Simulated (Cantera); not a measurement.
Charge: 1 mol Fe2O3, 4.3 mol CO, 0.4 mol H2, equilibrated at 22.0 Pa.

Cantera equilibrium calculation (NASA polynomials, part measured and part estimated; ideal gas, pure solids and liquids). Candidate condensed phases: C, C6H6, C7H8, C8H18, Fe, Fe(CO)5, FeO, Fe(OH)2, Fe(OH)3, Fe2O3, Fe3O4, H2O; 114 gas species. The tables' stoichiometric FeO is somewhat more stable than real wüstite, so its field is too wide. FeO: taken at fixed stoichiometry. Equilibrium is a limit: real reactors are often held back by kinetics, nucleation or transport.

Q: Which condensed phases are stable at each of these points (T (°C)): 1277, 1352, 1427, 1502, 1577, 1652, 1727, 1802, 1877, 1952, 2027, 2102, 2177, 2252?

A: 
| T (°C) | condensed phases | Fe condensed (%) |
|---|---|---|
| 1277 | FeO(s) | 99.7 |
| 1352 | FeO(s) | 98.9 |
| 1427 | FeO(l) | 96.4 |
| 1502 | FeO(l) | 90.4 |
| 1577 | FeO(l) | 78.9 |
| 1652 | FeO(l) | 59.9 |
| 1727 | FeO(l) | 29.9 |
| 1802 | gas only | 0.0 |
| 1877 | gas only | 0.0 |
| 1952 | gas only | 0.0 |
| 2027 | gas only | 0.0 |
| 2102 | gas only | 0.0 |
| 2177 | gas only | 0.0 |
| 2252 | gas only | 0.0 |

From 1277 °C to 1352 °C the condensed part is FeO(s). From 1427 °C to 1727 °C the condensed part is FeO(l). From 1802 °C to 2252 °C nothing is condensed.
